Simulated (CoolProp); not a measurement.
Sulfur hexafluoride along the isobar 2.5 MPa: density (kg/m³) from the reference equation and from simpler models built on Tc = 318.7 K, pc = 3.755 MPa, ω = 0.210; each cubic takes its own stable root.

Computed with CoolProp (reference Helmholtz-energy equation of state, Guder 2009).

| T (K) | phase | reference | ideal gas | van der Waals | Soave-Redlich-Kwong | Peng-Robinson |
|---|---|---|---|---|---|---|
| 310.5 | gas | 208.3 | 141.4 | 194.9 | 207.4 | 214.8 |
| 320.3 | gas | 188.3 | 137.1 | 181.7 | 188.3 | 194.3 |
| 330.1 | gas | 174.0 | 133.0 | 170.8 | 174.1 | 179.3 |
| 339.9 | gas | 162.8 | (withheld) | 161.7 | 162.9 | 167.4 |
| 349.7 | gas | 153.6 | 125.6 | 153.8 | (withheld) | 157.7 |
| 359.5 | gas | 145.8 | 122.2 | 146.8 | 145.8 | 149.4 |
| 369.3 | gas | 139.1 | 118.9 | 140.7 | 139.0 | 142.3 |
| 379.1 | gas | 133.2 | (withheld) | 135.1 | 133.0 | 136.0 |
| 388.9 | gas | 127.9 | 112.9 | 130.1 | 127.7 | (withheld) |
| 398.7 | gas | 123.2 | 110.1 | 125.5 | 122.9 | 125.4 |
| 408.5 | gas | 118.9 | 107.5 | 121.3 | 118.6 | 120.9 |
| 418.4 | gas | 114.9 | 105.0 | (withheld) | 114.6 | 116.7 |

Question: Complete the blanks.

Answer: 
- 339.9, ideal gas: 129.2
- 349.7, Soave-Redlich-Kwong: 153.7
- 379.1, ideal gas: 115.8
- 388.9, Peng-Robinson: 130.4
- 418.4, van der Waals: 117.4
